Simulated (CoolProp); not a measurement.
Saturation properties of oxygen.

Values from CoolProp's reference Helmholtz-energy equation of state, Schmidt 1985.

```csv
T (K),p (MPa),vapour density (kg/m³),liquid cp (kJ/(kg K)),vapour viscosity (µPa s),liquid conductivity (mW/(m K))
81.1,(withheld),1.680,1.683,6.24,164
87,0.07165,3.251,1.692,(withheld),(withheld)
92.8,0.1321,5.698,1.707,7.16,147
98.6,0.2254,9.333,1.731,(withheld),139
104.5,(withheld),14.59,1.764,(withheld),130
110.3,0.5547,21.70,1.810,8.57,121
116.1,0.8093,31.23,1.872,9.07,113
122,1.146,(withheld),(withheld),9.62,104
```

### Question
Some entries are withheld; supply them.

### Answer

- 81.1, p (MPa): 0.03489
- 87, vapour viscosity (µPa s): 6.70
- 87, liquid conductivity (mW/(m K)): 155
- 98.6, vapour viscosity (µPa s): 7.62
- 104.5, p (MPa): 0.3644
- 104.5, vapour viscosity (µPa s): 8.09
- 122, vapour density (kg/m³): 44.07
- 122, liquid cp (kJ/(kg K)): 1.961

It boils at 90.2 K under 1 atm.

Viscosity comes from a separate model (Lemmon 2004). Thermal conductivity comes from a separate model (Lemmon 2004).
